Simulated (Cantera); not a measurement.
A Cantera script and what it prints.

```python
import numpy as np
import cantera as ct

gas_names = """
    H2O H
""".split()
cond_names = """
    Nb(cr) Nb(L) Nb2O5(s) Nb2O5(L)
""".split()


# ... load() reads the species with a 1 bar reference pressure and builds the phases ...
species = {s.name: s for s in load("nasa_gas.yaml", gas_names) + load("nasa_condensed.yaml", cond_names)}
# Each term lists the table entries of one substance; the one whose range holds T is used.
reactions = {
    '5 H2O(g) + 2 Nb = 10 H(g) + Nb2O5':
        [(-5, ['H2O']), (-2, ['Nb(cr)', 'Nb(L)']), (10, ['H']), (1, ['Nb2O5(s)', 'Nb2O5(L)'])],
}


def pick(names, T):
    return next(species[n] for n in names if species[n].thermo.min_temp <= T <= species[n].thermo.max_temp)


results = []
for label, terms in reactions.items():
    print(label)
    print("     T/K   dH/kJ  dS/(J/K)   dG/kJ   log10 K")
    for T in [300, 1248, 1323, 1398, 1473, 1548, 1623, 1698, 1773]:
        used = [(nu, pick(names, T)) for nu, names in terms]
        dH = sum(nu * s.thermo.h(T) for nu, s in used) / 1e6
        dS = sum(nu * s.thermo.s(T) for nu, s in used) / 1e3
        dG = dH - T * dS / 1e3
        logK = -dG * 1e6 / (ct.gas_constant * T * np.log(10))
        results.append((label, T, dH, dS, dG, logK, [s.name for _, s in used]))
        print(f"{T:8g} {dH:8.1f} {dS:8.1f} {dG:8.1f} {logK:8.2f}")
```

Result:

```
5 H2O(g) + 2 Nb = 10 H(g) + Nb2O5
     T/K   dH/kJ  dS/(J/K)   dG/kJ   log10 K
     300   1489.8    268.3   1409.3  -245.38
    1248   1609.1    450.3   1047.0   -43.82
    1323   1616.9    456.5   1013.0   -40.00
    1398   1624.5    462.0    978.6   -36.56
    1473   1631.7    467.0    943.8   -33.47
    1548   1638.6    471.6    908.6   -30.66
    1623   1645.2    475.8    873.0   -28.10
    1698   1651.5    479.5    837.2   -25.75
    1773   1657.4    483.0    801.1   -23.60
```

Cantera with NASA thermochemical tables; ideal gases at 1 bar, condensed phases pure. Condensed species are held in their standard states even where they would react or evaporate.
